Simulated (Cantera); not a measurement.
Input: 1 mol SiO₂, 9.9 mol HF, 0.74 mol N₂, equilibrated at 45.0 Pa.

Method: chemical equilibrium by Gibbs-energy minimisation in Cantera with the NASA 1993 tables (ideal gas, pure condensed phases). Candidate condensed phases: H₂O, Si, SiO₂, Si₂N₂O, Si₃N₄; 58 gas species. The tables' values for SiF₃, SiO₂ are old estimates; treat these amounts as uncertain. The tables hold silica as quartz up to 1696 K and as liquid above; real silica turns to tridymite and cristobalite and melts near 1996 K. Equilibrium is a limit: real reactors are often held back by kinetics, nucleation or transport.

log p: log10 of the partial pressure in bar; n: condensed amount in mol.

```json
[
 {"T (K)": "1375", "log p HF": "-3.41", "log p N₂": "-4.50", "log p H₂O": "-4.74", "log p SiF₄": "-5.04", "log p SiO": "-13.13", "log p O₂": "-7.73", "n SiO₂(β-quartz)": "0.789", "n SiO₂(condensed)": "0"},
 {"T (K)": "1425", "log p HF": "-3.41", "log p N₂": "-4.50", "log p H₂O": "-4.79", "log p SiF₄": "-5.08", "log p SiO": "-12.17", "log p O₂": "-7.54", "n SiO₂(β-quartz)": "0.809", "n SiO₂(condensed)": "0"},
 {"T (K)": "1475", "log p HF": "-3.40", "log p N₂": "-4.50", "log p H₂O": "-4.83", "log p SiF₄": "-5.13", "log p SiO": "___", "log p O₂": "___", "n SiO₂(β-quartz)": "0.826", "n SiO₂(condensed)": "0"},
 {"T (K)": "1525", "log p HF": "-3.40", "log p N₂": "-4.50", "log p H₂O": "-4.87", "log p SiF₄": "-5.16", "log p SiO": "-10.44", "log p O₂": "-7.20", "n SiO₂(β-quartz)": "0.840", "n SiO₂(condensed)": "0"},
 {"T (K)": "1575", "log p HF": "-3.40", "log p N₂": "-4.50", "log p H₂O": "-4.91", "log p SiF₄": "-5.20", "log p SiO": "___", "log p O₂": "___", "n SiO₂(β-quartz)": "0.853", "n SiO₂(condensed)": "0"},
 {"T (K)": "1625", "log p HF": "-3.40", "log p N₂": "-4.50", "log p H₂O": "-4.94", "log p SiF₄": "-5.23", "log p SiO": "-8.93", "log p O₂": "-6.89", "n SiO₂(β-quartz)": "0.863", "n SiO₂(condensed)": "0"},
 {"T (K)": "1675", "log p HF": "-3.40", "log p N₂": "-4.50", "log p H₂O": "-4.98", "log p SiF₄": "-5.26", "log p SiO": "-8.24", "log p O₂": "-6.75", "n SiO₂(β-quartz)": "0.872", "n SiO₂(condensed)": "0"},
 {"T (K)": "1725", "log p HF": "-3.40", "log p N₂": "-4.50", "log p H₂O": "-5.01", "log p SiF₄": "-5.29", "log p SiO": "-7.60", "log p O₂": "-6.61", "n SiO₂(β-quartz)": "0", "n SiO₂(condensed)": "0.879"},
 {"T (K)": "1775", "log p HF": "-3.39", "log p N₂": "-4.50", "log p H₂O": "-5.05", "log p SiF₄": "-5.32", "log p SiO": "-7.01", "log p O₂": "-6.46", "n SiO₂(β-quartz)": "0", "n SiO₂(condensed)": "0.883"},
 {"T (K)": "1825", "log p HF": "-3.39", "log p N₂": "-4.50", "log p H₂O": "-5.09", "log p SiF₄": "-5.34", "log p SiO": "-6.48", "log p O₂": "-6.29", "n SiO₂(β-quartz)": "0", "n SiO₂(condensed)": "0.882"},
 {"T (K)": "1875", "log p HF": "-3.40", "log p N₂": "-4.50", "log p H₂O": "-5.12", "log p SiF₄": "-5.37", "log p SiO": "-6.00", "log p O₂": "-6.06", "n SiO₂(β-quartz)": "0", "n SiO₂(condensed)": "0.870"}
]
```

Problem. Fill in the missing entries.

Solution. 
- 1575, log p SiO: -9.66
- 1575, log p O₂: -7.04
- 1475, log p SiO: -11.27
- 1475, log p O₂: -7.36
